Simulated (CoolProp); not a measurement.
Vapour-liquid equilibrium of benzene (1) + n-nonane (2) at 1.19 MPa; x and y are mole fractions of (1).

The numbers come from the multi-fluid Helmholtz-energy mixture model, Thol 2012 and Lemmon 2006; pair parameters Bell 2016 in CoolProp.

Give the bubble temperature and the first vapour's composition at x = 0.65, 0.8, 0.95. Is there an azeotrope?

x = 0.65: 207.7 °C, y = 0.839; x = 0.8: 198.8 °C, y = 0.916; x = 0.95: 191.0 °C, y = 0.981. No azeotrope shows between x = 0.05 and 0.95.

Pair parameters are fitted to limited data, so mixtures are less certain than the pure fluids. The gap from Raoult's law changes sign with composition, which may be real or a fault of the pair parameters; it wasn't checked against measurements.
